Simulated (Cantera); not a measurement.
What does this Cantera script print?

```python
import numpy as np
import cantera as ct

gas_names = """
    H HNO HNO2 HNO3 HO2 H2 H2O H2O2 N NH NH2 NH3 NH2OH NO NO2 NO3 N2 N2H2 N2H4 N2O O OH O2 O3 Si SiH
    SiH2 SiH3 SiH4 SiN SiO SiO2 Si2 Si2N Si3
""".split()
cond_names = """
    H2O(s) H2O(L) Si(cr) Si(L) SiO2(Lqz) SiO2(hqz) SiO2(L) Si2N2O(s) Si3N4(a)
""".split()


# ... load() reads the species with a 1 bar reference pressure and builds the phases ...
atoms = {
    'Si3N4': {'Si': 3, 'N': 4},
    'H2O': {'H': 2, 'O': 1},
    'H2': {'H': 2},
}
top_T = {'Si2N2O(s)': 2100, 'Si3N4(a)': 2400}  # K; cautious upper limits of use, not melting points


# ... equilibrate(T, P, feed) seeds the gas with the atoms and calls Mixture.equilibrate('TP', solver="vcs", rtol=1e-11, max_steps=5000) ...
results = []
feed = {'Si3N4': 1, 'H2O': 0.19, 'H2': 220}  # mol
T = 1598  # K
P = 100000  # Pa
mix = equilibrate(T, P, feed)
results.append((T, P, feed, dict(zip(mix.species_names, mix.species_moles))))
print(gas.report(threshold=1e-05))
for i in range(1, mix.n_phases):
    print(f"{mix.phase(i).name:16s} {mix.phase_moles(i):12.5e} mol")
```

Output:

```
       temperature   1598 K
          pressure   1e+05 Pa
           density   0.015234 kg/m^3
  mean mol. weight   2.0241 kg/kmol
   phase of matter   gas

                          1 kg             1 kmol
                     ---------------   ---------------
          enthalpy        1.9533e+07        3.9536e+07  J
   internal energy        1.2968e+07         2.625e+07  J
           entropy             89422          1.81e+05  J/K
    Gibbs function       -1.2336e+08        -2.497e+08  J
 heat capacity c_p             16178             32745  J/K
 heat capacity c_v             12070             24431  J/K

                      mass frac. Y      mole frac. X     chem. pot. / RT
                     ---------------   ---------------   ---------------
                 H        2.6503e-05        5.3219e-05           -9.3947
                H2           0.99563           0.99964           -18.789
                N2          0.004069          0.000294           -34.341
     [  +32 minor]         0.0002765        1.5158e-05

Si(cr)            0.00000e+00 mol
SiO2(hqz)         0.00000e+00 mol
Si2N2O(s)         1.88228e-01 mol
Si3N4(a)          8.73463e-01 mol
```

These are equilibrium values from Cantera (NASA tables, ideal gas, pure condensed phases), not measurements of a reactor. Mutual solubility and eutectic melting of coexisting phases are not modelled.
